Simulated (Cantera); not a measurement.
# Thermodynamics of carbon deposition, reforming and gasification, feed CO + O2 + N2

A closed system holds: 1 mol CO, 0.21 mol O2, 0.9 mol N2, at 1823.15 K and 13.3 mbar.

Method: chemical equilibrium by Gibbs-energy minimisation in Cantera with the NASA 1993 tables (ideal gas, pure condensed phases). Candidate condensed phases: C; 24 gas species. Rates play no part.

```json
{
 "x(N2)": "0.474",
 "x(CO)": "0.305",
 "x(CO2)": "0.221",
 "x(NO)": "1.24e-5",
 "x(O2)": "2.67e-6",
 "x(O)": "2.14e-6",
 "gas_amount": "1.900 mol",
 "log10 activity of C(graphite) (absent)": "-6.44"
}
```
